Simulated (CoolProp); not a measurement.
Sulfur dioxide at 293.15 K and 0.0769 MPa is throttled through a valve to 0.0286 MPa with no heat exchange. Each further row changes one setting.

The numbers come from the reference Helmholtz-energy equation of state, Gao 2016 in CoolProp.

| case | temperature change (K) | final density (kg/m³) |
|---|---|---|
| as stated | [?] | [?] |
| outlet pressure 0.00858 MPa | -2.8 | [?] |
| outlet pressure 0.0372 MPa | -1.6 | 0.990 |

Complete the blanks.


- as stated, temperature change (K): -2.0
- as stated, final density (kg/m³): 0.761
- outlet pressure 0.00858 MPa, final density (kg/m³): 0.228
